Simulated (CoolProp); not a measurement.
R113 at 298.15 K and 0.024 MPa is compressed adiabatically to 0.128 MPa with isentropic efficiency 0.9. Each further row changes one setting.

Model: reference Helmholtz-energy equation of state, Marx 1992, in CoolProp.

```tsv
case	work (kJ/kg)	final temperature (K)	final density (kg/m³)
as stated	25.4	338.6	(withheld)
efficiency 1	22.9	(withheld)	(withheld)
efficiency 0.65	35.2	352.3	(withheld)
```

Problem. Some entries are withheld; supply them.

Solution. 
- as stated, final density (kg/m³): 8.91
- efficiency 1, final temperature (K): 335.0
- efficiency 1, final density (kg/m³): 9.02
- efficiency 0.65, final density (kg/m³): 8.51
